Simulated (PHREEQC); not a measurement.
Dissolve 0.053 mol/kgw KH2PO4 and 0.023 mol/kgw K2HPO4 at 35 °C. Closed to the air; pH follows from the charge balance.

All values are PHREEQC results (ion-association model, phreeqc.dat), not measurements.

Each row changes one thing in this solution. This is a speciation only: nothing precipitates in the calculation.

```csv
case,pH,ionic strength (mol/kgw),H2PO4- (mol/kgw),HPO4-2 (mol/kgw),KHPO4- (mol/kgw),PO4-3 (mol/kgw)
as made,6.45,0.119,0.0530,0.0216,0.00139,1.49e-7
diluted 100-fold with water,6.77,0.00122,0.000530,0.000230,3.78e-7,9.02e-10
temperature from 35 to 5 °C,6.54,0.119,0.0530,0.0215,0.00145,9.15e-8
KH2PO4 left out,9.21,0.0674,0.000108,0.0220,0.000795,6.53e-5
KH2PO4 from 0.053 to 0.0583 mol/kgw,6.40,0.124,0.0583,0.0216,0.00144,1.36e-7
```

Constants without temperature data keep their 25 °C values here.
